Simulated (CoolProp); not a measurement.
Vapour-liquid equilibrium of CF4 (R14) (1) + R13 (2) at -128.25 °C; x and y are mole fractions of (1).

Values from CoolProp's multi-fluid Helmholtz-energy mixture model, Platzer 1990 and Platzer 1990; pair parameters Bell 2016. This equation is an older, rougher fit; its heat capacities, sound speeds and derivatives of the liquid may be far off and weren't checked against measurements.

Question: Give the bubble pressure and the first vapour's composition at x = 0.125, 0.2, 0.8. Is there an azeotrope?

Answer: x = 0.125: 0.02173 MPa, y = 0.869; x = 0.2: 0.03085 MPa, y = 0.914; x = 0.8: 0.08227 MPa, y = 0.988. No azeotrope shows between x = 0.05 and 0.95.

Pair parameters are fitted to limited data, so mixtures are less certain than the pure fluids.
